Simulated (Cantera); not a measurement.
Charge: 1 mol Si, 0.092 mol H₂O, 17 mol CO, equilibrated at 1727 °C and 1 atm.

Method: chemical equilibrium by Gibbs-energy minimisation in Cantera with the NASA 1993 tables (ideal gas, pure condensed phases). Candidate condensed phases: C, C₆H₆, C₇H₈, C₈H₁₈, H₂O, Si, SiC, SiO₂; 123 gas species. Rates play no part.

What is the equilibrium state?


```json
{
 "x(CO)": "0.963",
 "x(SiO)": "0.0317",
 "x(H₂)": "0.00529",
 "x(H)": "0.000118",
 "x(CO₂)": "4.52e-5",
 "x(Si)": "4.43e-6",
 "x(C₂H₂ (acetylene))": "1.15e-6",
 "x(H₂O)": "1.14e-6",
 "n(SiC(s))": "0.454 mol",
 "gas_amount": "17.18 mol",
 "log10 activity of C(graphite) (absent)": "-0.27",
 "log10 activity of Si(l) (absent)": "-0.99"
}
```
